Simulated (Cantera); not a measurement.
## SiH₂Cl₂ + NO + N₂ (silicon oxide and oxynitride deposition)

Feed: 1 mol SiH₂Cl₂, 7.4 mol NO, a varied amount of N₂, equilibrated at 725 °C and 0.360 bar.

Cantera equilibrium calculation (NASA polynomials, part measured and part estimated; ideal gas, pure solids and liquids). Candidate condensed phases: H₂O, NH₄Cl, Si, SiO₂, Si₂N₂O, Si₃N₄; 47 gas species. Rates play no part.

```csv
n(N₂) (mol),log p N₂,log p O₂,log p HCl,log p H₂O,log p Cl₂,log p Cl,log p NO,log p HOCl,n SiO₂(β-quartz)
2.7,-0.68,-1.08,-1.39,-1.89,-1.90,-4.37,-5.00,-5.72,1.00
3.9,-0.65,-1.13,-1.43,-1.95,-1.95,-4.40,-5.01,-5.78,1.00
5.6,-0.62,-1.18,-1.49,-2.01,-2.01,-4.43,-5.02,-5.86,1.00
8.1,-0.58,-1.26,-1.55,-2.10,-2.10,-4.47,-5.04,-5.96,1.00
12,-0.55,-1.35,-1.64,-2.20,-2.21,-4.53,-5.07,-6.10,1.00
17,-0.53,-1.44,-1.72,-2.32,-2.32,-4.58,-5.11,-6.23,1.00
25,-0.51,-1.56,-1.83,-2.46,-2.46,-4.65,-5.16,-6.40,1.00
36,-0.49,-1.68,-1.95,-2.60,-2.60,-4.72,-5.21,-6.58,1.00
52,-0.48,-1.82,-2.07,-2.76,-2.76,-4.80,-5.27,-6.77,1.00
75,-0.47,-1.96,-2.20,-2.92,-2.93,-4.89,-5.33,-6.97,1.00
```
log p: log10 of the partial pressure in bar; n: condensed amount in mol.

From 2.7 mol N₂ to 75 mol N₂ the condensed part is SiO₂(β-quartz).
